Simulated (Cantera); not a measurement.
An adiabatic, constant-volume homogeneous reactor starts with 38.7 % H₂, 12.9 % O₂, 48.4 % N₂, at 1200 K and 210000 Pa.

Cantera simulation using GRI-Mech 3.0 (53 species, 325 reactions); the numbers are that mechanism's predictions, not measurements. The hydrogen kinetics of GRI-Mech 3.0 are dated; newer H2 mechanisms differ, most at raised pressure. Above 3000 K some thermodynamic fits are extrapolated.

Problem. Predict: time of steepest temperature rise; temperature at 0.200 s; equilibrium temperature; x(H₂) at 0.200 s; x(O₂) at 0.200 s; x(N₂O) at 0.200 s; x(H) at 0.200 s; x(H₂O₂) at 0.200 s.

Solution. 
```json
{
  "time_of_steepest_temperature_rise": "24.7 µs",
  "temperature at 0.200 s": "3009 K",
  "equilibrium_temperature": "3009 K",
  "x(H₂) at 0.200 s": "0.147 (gas-phase equilibrium 0.147)",
  "x(O₂) at 0.200 s": "0.00146 (gas-phase equilibrium 0.00146)",
  "x(N₂O) at 0.200 s": "3.40e-7 (gas-phase equilibrium 3.40e-7)",
  "x(H) at 0.200 s": "0.0288 (gas-phase equilibrium 0.0288)",
  "x(H₂O₂) at 0.200 s": "3.82e-7 (gas-phase equilibrium 3.82e-7)"
}
```
